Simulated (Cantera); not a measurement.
Charge: 1 mol B, a varied amount of H2O, 0.47 mol H2, 26 mol NH3, held at 0.160 bar.

These are equilibrium values from Cantera (NASA tables, ideal gas, pure condensed phases), not measurements of a reactor. Candidate condensed phases: B, BN, B2O3, B3O3H3, H2O; 39 gas species. Mutual solubility and eutectic melting of coexisting phases are not modelled. Gases not in the tables: H3BO3. Rates play no part.

### Question
What condenses at these points (T in °C, n(H2O) in mol): (1277, 1.4); (1577, 2.3); (1527, 0.23); (1427, 0.3); (1477, 0.84); (1477, 0.11); (1127, 1.8)?

### Answer
```tsv
T (°C)	n(H2O) in mol	condensed phases	B condensed (%)
1277	1.4	BN + B2O3	67.5
1577	2.3	gas only	0.0
1527	0.23	BN	80.3
1427	0.3	BN	79.4
1477	0.84	BN	40.2
1477	0.11	BN	90.9
1127	1.8	B2O3	90.7
```
